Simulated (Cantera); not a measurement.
**Silicon carbide growth: SiH₄ + C₃H₈ + H₂**

Feed: 1 mol SiH₄, 0.24 mol C₃H₈, 8.8 mol H₂, at 2325 °C.

Equilibrium computed with Cantera from the NASA thermochemical tables; the gas is ideal and each condensed phase is pure. Candidate condensed phases: C, C₆H₆, C₇H₈, C₈H₁₈, Si, SiC; 87 gas species. Mutual solubility and eutectic melting of coexisting phases are not modelled. Gases not in the tables: Si₂H₆ and higher silanes. Kinetics and transport are ignored.

```json
[
 {"P (Pa)": "100", "log p H₂": "-3.54", "log p H": "-3.19", "log p Si": "-4.39", "log p SiC₂": "-4.94", "log p C₂H₂ (acetylene)": "-5.42", "log p Si₂C": "-7.02", "log p SiH": "-6.80", "n SiC(s)": "0", "n Si(l)": "0"},
 {"P (Pa)": "400", "log p H₂": "-2.70", "log p H": "-2.77", "log p Si": "-3.73", "log p SiC₂": "-4.27", "log p C₂H₂ (acetylene)": "-4.55", "log p Si₂C": "-5.69", "log p SiH": "-5.72", "n SiC(s)": "0", "n Si(l)": "0"},
 {"P (Pa)": "1600", "log p H₂": "-1.97", "log p H": "-2.40", "log p Si": "-3.11", "log p SiC₂": "-3.65", "log p C₂H₂ (acetylene)": "-3.84", "log p Si₂C": "-4.45", "log p SiH": "-4.73", "n SiC(s)": "0", "n Si(l)": "0"},
 {"P (Pa)": "6300", "log p H₂": "-1.30", "log p H": "-2.07", "log p Si": "-2.56", "log p SiC₂": "-3.11", "log p C₂H₂ (acetylene)": "-3.18", "log p Si₂C": "-3.35", "log p SiH": "-3.85", "n SiC(s)": "0", "n Si(l)": "0"},
 {"P (Pa)": "25000", "log p H₂": "-0.65", "log p H": "-1.75", "log p Si": "-2.24", "log p SiC₂": "-3.31", "log p C₂H₂ (acetylene)": "-3.05", "log p Si₂C": "-2.98", "log p SiH": "-3.21", "n SiC(s)": "0.526", "n Si(l)": "0"},
 {"P (Pa)": "100000", "log p H₂": "-0.02", "log p H": "-1.43", "log p Si": "-2.02", "log p SiC₂": "-3.53", "log p C₂H₂ (acetylene)": "-2.87", "log p Si₂C": "-2.76", "log p SiH": "-2.67", "n SiC(s)": "0.658", "n Si(l)": "0.128"}
]
```
log p: log10 of the partial pressure in bar; n: condensed amount in mol.

From 1.00 mbar to 63.0 mbar nothing is condensed. At 0.250 bar the condensed part is SiC(s). At 1.00 bar the condensed part is Si(l) + SiC(s). The main Si-bearing gas is Si throughout.
